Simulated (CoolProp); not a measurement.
A closed Brayton cycle with dry air: compressor inlet 308.15 K and 0.4 MPa, high pressure 0.79 MPa, turbine inlet 760 K, compressor efficiency 0.85, turbine efficiency 0.9, recuperator effectiveness 0.9 (on enthalpy, no pinch check). Each further row changes one setting.

The numbers come from the reference Helmholtz-energy equation of state, Lemmon 2000 in CoolProp. It is a pseudo-pure fit of the blend.

```tsv
case	thermal efficiency (%)	net work (kJ/kg)	compressor to turbine work	compressor exit (K)	turbine exit (K)
as stated	29.5	44.3	0.64	385.8	646.3
turbine inlet 710 K	26.3	36.1	0.68	385.8	?
compressor inlet 318.15 K	28.1	41.7	?	398.3	646.3
high pressure 0.671 MPa	29.1	37.1	0.61	365.8	672.0
recuperator effectiveness 0.5	?	44.3	0.64	385.8	646.3
```

Complete the blanks.


- turbine inlet 710 K, turbine exit (K): 602.8
- compressor inlet 318.15 K, compressor to turbine work: 0.66
- recuperator effectiveness 0.5, thermal efficiency (%): 17.2
